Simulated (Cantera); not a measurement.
A closed system holds: 1 mol Si₃H₈, 0.016 mol Cl₂, 32 mol H₂, equilibrated at 1148 K and 1000 Pa.

These are equilibrium values from Cantera (NASA tables, ideal gas, pure condensed phases), not measurements of a reactor. Candidate condensed phases: Si; 19 gas species. The feed counts by its element totals alone. Kinetics and transport are ignored.

Base state: H₂ 0.999, HCl 0.000885 (mole fractions); condensed: Si(s).

### Question
What changes in the equilibrium state with this change: Si₃H₈ replaced by Si₂Cl₆?

### Answer
| species | before | after |
|---|---|---|
| H₂ | 0.999 | 0.898 |
| HCl | 0.000885 | 0.0675 |
| SiCl₄ | <1e-9 | 0.0154 |
| SiCl₂ | 1.72e-6 | 0.0111 |
| SiCl₃ | 7.56e-9 | 0.00395 |
| SiHCl₃ | 8.31e-9 | 0.00411 |
| Si(s), mol | 3.00 | 0.808 |
The tables' values for SiCl₃ are old estimates; treat these amounts as uncertain.
